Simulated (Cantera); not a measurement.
Input: 1 mol FeS, 1.5 mol H₂S, 0.23 mol H₂O, 0.7 mol SO₃, at 3.80 bar.

Cantera equilibrium calculation (NASA polynomials, part measured and part estimated; ideal gas, pure solids and liquids). Candidate condensed phases: Fe, FeO, Fe(OH)₂, Fe(OH)₃, FeS, FeSO₄, FeS₂, Fe₂O₃, Fe₂(SO₄)₃, Fe₃O₄, H₂O, H₂SO₄, S; 22 gas species. FeS: taken at fixed stoichiometry. Gases not in the tables: S₃ to S₇. Rates play no part.

Problem. Which condensed phases are stable at each of these points (T (K)): 900, 975, 1050, 1125, 1200, 1275, 1350, 1425, 1500, 1575, 1650?

Solution. 
| T (K) | condensed phases | Fe condensed (%) |
|---|---|---|
| 900 | FeS₂(s) | 100.0 |
| 975 | FeS₂(s) | 100.0 |
| 1050 | FeS(s) | 100.0 |
| 1125 | FeS(s) | 100.0 |
| 1200 | FeS(s) | 100.0 |
| 1275 | FeS(s) | 100.0 |
| 1350 | FeS(s) | 100.0 |
| 1425 | FeS(s) | 100.0 |
| 1500 | FeS(l) | 100.0 |
| 1575 | FeS(l) | 100.0 |
| 1650 | FeS(l) | 100.0 |

From 900 K to 975 K the condensed part is FeS₂(s). From 1050 K to 1425 K the condensed part is FeS(s). From 1500 K to 1650 K the condensed part is FeS(l).
